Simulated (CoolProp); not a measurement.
The fluid at 298.15 K and 0.622 MPa flows at 0.96 m/s in a round tube of 6 mm bore and 1.5 µm roughness, fully developed (64/Re and Nu = 3.66 if laminar; Colebrook and Gnielinski if turbulent). The same conditions are run with several fluids, on thermodynamics alone (safety and materials aside).

Model: reference Helmholtz-energy equation of state of each fluid (C3F8 (R218): Lemmon 2006; R410A: Lemmon 2003; CF4 (R14): Platzer 1990; methane: Setzmann 1991), in CoolProp. The equations of Platzer and Polt are older, rougher fits. Blends and air are pseudo-pure fits.

```csv
fluid,Reynolds number,Darcy friction factor,pressure drop (Pa/m),heat-transfer coefficient (W/(m² K)),mass flow (kg/h)
C3F8 (R218),26000,0.0249,106,152,5.43
R410A,8780,0.0323,49.4,68.5,1.95
CF4 (R14),7430,0.0338,58.6,64.9,2.21
methane,2080,0.0308,9.61,21.0,0.398
```

Transport values come from each fluid's own correlations; those of C3F8 (R218), CF4 (R14) are estimates that may be off by 10 % or more.
